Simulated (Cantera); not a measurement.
Gas mixture: CH₄ : CO : H₂ = 0.45 : 0.66 : 0.67 (molar parts), at 28.5 Torr, frozen composition.

Cantera's kinetic-theory transport with the Lennard-Jones parameters of GRI-Mech 3.0, ideal gas; thermal conductivity in the mixture-averaged form.

D: mixture-averaged diffusion coefficient of that species in the mixture.

| T (K) | ρ (kg/m³) | cp (J/kg/K) | μ (µPa s) | λ (mW/m/K) | Pr | D (cm²/s) H | D (cm²/s) H₂ | D (cm²/s) N₂ |
|---|---|---|---|---|---|---|---|---|
| 400 | 0.0174 | 2116 | 18.8 | 82.7 | 0.482 | 62.7 | 33.0 | 12.9 |
| 500 | 0.0139 | 2226 | 22.1 | 99.2 | 0.495 | 92.3 | 48.0 | 19.0 |
| 600 | 0.0116 | 2343 | [?] | [?] | 0.508 | [?] | [?] | [?] |
| 700 | 0.00992 | 2462 | [?] | [?] | 0.520 | [?] | [?] | [?] |
| 800 | 0.00868 | 2576 | 30.4 | 148 | 0.531 | 205 | 105 | 42.0 |
| 900 | 0.00772 | 2683 | 32.9 | 163 | 0.540 | 250 | 128 | 51.1 |

Task: Some entries are withheld; supply them.

Result: 
- 600, μ (µPa s): 25.0
- 600, λ (mW/m/K): 116
- 600, D (cm²/s) H: 126
- 600, D (cm²/s) H₂: 65.2
- 600, D (cm²/s) N₂: 25.9
- 700, μ (µPa s): 27.8
- 700, λ (mW/m/K): 132
- 700, D (cm²/s) H: 164
- 700, D (cm²/s) H₂: 84.3
- 700, D (cm²/s) N₂: 33.6
